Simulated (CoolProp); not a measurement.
Aqueous lithium chloride as a coolant, at -18 °C, 1 atm.

Computed with CoolProp (Melinder's fits for secondary coolants).

```csv
mass %,freezing point (°C),conductivity (W/(m K)),viscosity (mPa s),cp (kJ/(kg K)),density (kg/m³)
14.8,-23.3,0.508,5.71,3.306,(withheld)
16.8,-30.1,0.505,6.14,3.191,1103
18.8,-38.4,0.502,6.63,3.086,1116
20.9,-48.2,(withheld),(withheld),2.992,1130
22.9,(withheld),(withheld),7.92,2.924,1143
```

Q: Some entries are withheld; supply them.

A: 
- 14.8, density (kg/m³): 1090
- 20.9, conductivity (W/(m K)): 0.498
- 20.9, viscosity (mPa s): 7.22
- 22.9, freezing point (°C): -57.9
- 22.9, conductivity (W/(m K)): 0.495
